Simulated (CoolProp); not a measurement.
Computed with CoolProp (reference Helmholtz-energy equation of state, Gao 2020).

For ammonia, give the phase and the Z, cp (kJ/(kg K)), conductivity (mW/(m K)) at 435.3 K and 22.8 MPa; 679.5 K and 22.8 MPa.


- 435.3 K and 22.8 MPa: supercritical; Z 0.318, cp 8.72, conductivity 205
- 679.5 K and 22.8 MPa: supercritical; Z 0.917, cp 3.38, conductivity 95.1

Thermal conductivity comes from a separate model (Tufeu 1984).
